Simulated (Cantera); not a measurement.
Feed: 1 mol Si, 1.2 mol CO2, a varied amount of H2, equilibrated at 2175 K and 10.0 Torr.

These are equilibrium values from Cantera (NASA tables, ideal gas, pure condensed phases), not measurements of a reactor. Candidate condensed phases: C, C6H6, C7H8, C8H18, H2O, Si, SiC, SiO2; 123 gas species. Rates play no part.

Question: At 230 mol H2, list the 5 most abundant gas species with their mole fractions, and the condensed phases.

Answer: H2 0.949, H 0.0412, CO 0.00506, SiO 0.00422, H2O 0.000838. Condensed: gas only.
